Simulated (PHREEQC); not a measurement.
Make-up at 25 °C: 7.2 mmol/kgw NaHSO4 and 2.7 mmol/kgw Na2SO4. It is in equilibrium with CO2 at log p = -2 (atm). Otherwise closed; pH follows from the charge balance.

Model: ion-association model, phreeqc.dat, run in PHREEQC.

| quantity | before | after |
|---|---|---|
| pH | 2.35 | 2.31 |
| ionic strength (mol/kgw) | 0.0250 | 0.0206 |
| SO4-2 (mol/kgw) | 0.00753 | 0.00536 |
| HSO4- (mol/kgw) | 0.00211 | 0.00169 |
| NaSO4- (mol/kgw) | 0.000257 | 0.000151 |
| HCO3- (mol/kgw) | 3.90e-8 | 3.54e-8 |

### Question
What was changed between the two runs?
A. temperature from 25 to 90 °C
B. Na2SO4 from 0.0027 to 0.0054 mol/kgw
C. NaHSO4 left out
D. diluted 100-fold with water
E. Na2SO4 replaced by NaCl at the same molality

### Answer
E, Na2SO4 replaced by NaCl at the same molality

No solid was allowed to form.
